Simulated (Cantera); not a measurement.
An adiabatic, constant-volume homogeneous reactor starts with C3H8 : O2 : N2 : CO2 = 1 : 15.2 : 57 : 7.4 (molar parts), at 1725 K and 0.365 atm.

Computed with Cantera and GRI-Mech 3.0 (53 species, 325 reactions). GRI-Mech 3.0 was tuned for natural gas; its chemistry of propane as a main component is partial and can be far from experiment.

Predict: time of steepest temperature rise; temperature at 0.300 s; equilibrium temperature; x(O2) at 0.300 s; x(CO2) at 0.300 s; x(OH) at 0.300 s.

time of steepest temperature rise: 37.1 µs
temperature at 0.300 s: 2357 K
equilibrium temperature: 2357 K
x(O2) at 0.300 s: 0.119 (gas-phase equilibrium 0.119)
x(CO2) at 0.300 s: 0.119 (gas-phase equilibrium 0.119)
x(OH) at 0.300 s: 0.00618 (gas-phase equilibrium 0.00618)
